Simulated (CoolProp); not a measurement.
The fluid at 298.15 K and 0.00614 MPa expands adiabatically to 0.000801 MPa with isentropic efficiency 0.8. The same conditions are run with several fluids, on thermodynamics alone (safety and materials aside).

The numbers come from the reference Helmholtz-energy equation of state of each fluid (n-perfluorohexane: Gao 2022; R236FA: Pan 2012; CH3F (R41): Lemmon 2006; oxygen: Schmidt 1985; R113: Marx 1992) in CoolProp.

```json
[
 {"fluid": "n-perfluorohexane", "work (kJ/kg)": "[?]", "final temperature (K)": "[?]", "final density (kg/m³)": "[?]"},
 {"fluid": "R236FA", "work (kJ/kg)": "24.8", "final temperature (K)": "[?]", "final density (kg/m³)": "[?]"},
 {"fluid": "CH3F (R41)", "work (kJ/kg)": "94.4", "final temperature (K)": "207.5", "final density (kg/m³)": "0.0158"},
 {"fluid": "oxygen", "work (kJ/kg)": "95.8", "final temperature (K)": "193.2", "final density (kg/m³)": "0.0160"},
 {"fluid": "R113", "work (kJ/kg)": "[?]", "final temperature (K)": "266.1", "final density (kg/m³)": "[?]"}
]
```

**Question.** Complete the blanks.

**Answer.** 
- n-perfluorohexane, work (kJ/kg): 11.6
- n-perfluorohexane, final temperature (K): 283.6
- n-perfluorohexane, final density (kg/m³): 0.115
- R236FA, final temperature (K): 266.8
- R236FA, final density (kg/m³): 0.0549
- R113, work (kJ/kg): 20.1
- R113, final density (kg/m³): 0.0679
